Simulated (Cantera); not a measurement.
A Cantera script and its output.

```python
import numpy as np
import cantera as ct

gas = ct.Solution("h2o2.yaml")
gas.TPX = 1100, 2666, {'H2': 0.008, 'O2': 1, 'H2O': 0.004}
inlet = ct.Reservoir(gas, clone=True)

reactor = ct.IdealGasConstPressureReactor(gas, energy="off", clone=False)
exhaust = ct.Reservoir(gas, clone=True)
tau = [29, 11, 4.2, 1.6, 0.6, 0.23, 0.086, 0.033, 0.012, 0.0047][0]
for a, b in ((inlet, reactor), (reactor, exhaust)):
    ct.MassFlowController(a, b, mdot=lambda t: reactor.mass / tau)
net = ct.ReactorNet([reactor])
show = ['H2', 'O2', 'O', 'H2O', 'HO2', 'OH']

rows = []
print(f"{'tau/s':>10s}{'T/K':>9s}" + "".join(f"{s:>11s}" for s in show))
for tau in [29, 11, 4.2, 1.6, 0.6, 0.23, 0.086, 0.033, 0.012, 0.0047]:
    net.initial_time = 0.0
    net.advance(30 * tau)
    before = gas.X
    net.advance(40 * tau)
    drift = np.max(np.abs(gas.X - before) / (gas.X + 1e-9))
    rows.append([gas.T, *gas[show].X, drift])
    print(f"{tau:10.3e}{gas.T:9.1f}" + "".join(f"{x:11.3e}" for x in gas[show].X))
```

Result:

```
     tau/s      T/K         H2         O2          O        H2O        HO2         OH
 2.900e+01   1100.0  8.546e-06  9.880e-01  5.963e-05  1.187e-02  2.020e-07  5.324e-05
 1.100e+01   1100.0  1.528e-05  9.879e-01  1.126e-04  1.185e-02  3.165e-07  7.378e-05
 4.200e+00   1100.0  2.679e-05  9.878e-01  2.096e-04  1.182e-02  4.809e-07  1.023e-04
 1.600e+00   1100.0  4.639e-05  9.876e-01  3.843e-04  1.178e-02  7.120e-07  1.424e-04
 6.000e-01   1100.0  8.037e-05  9.873e-01  6.923e-04  1.171e-02  1.034e-06  1.998e-04
 2.300e-01   1100.0  1.377e-04  9.868e-01  1.180e-03  1.160e-02  1.449e-06  2.785e-04
 8.600e-02   1100.0  2.432e-04  9.860e-01  1.904e-03  1.140e-02  1.989e-06  3.908e-04
 3.300e-02   1100.0  4.369e-04  9.850e-01  2.752e-03  1.108e-02  2.611e-06  5.388e-04
 1.200e-02   1100.0  8.483e-04  9.841e-01  3.512e-03  1.049e-02  3.314e-06  7.380e-04
 4.700e-03   1100.0  1.628e-03  9.837e-01  3.694e-03  9.544e-03  3.873e-06  9.330e-04
```

Computed with Cantera and the H2/O2 subset of GRI-Mech 3.0, which has no nitrogen chemistry. Radical loss at walls, strong at low pressure, is not modelled.
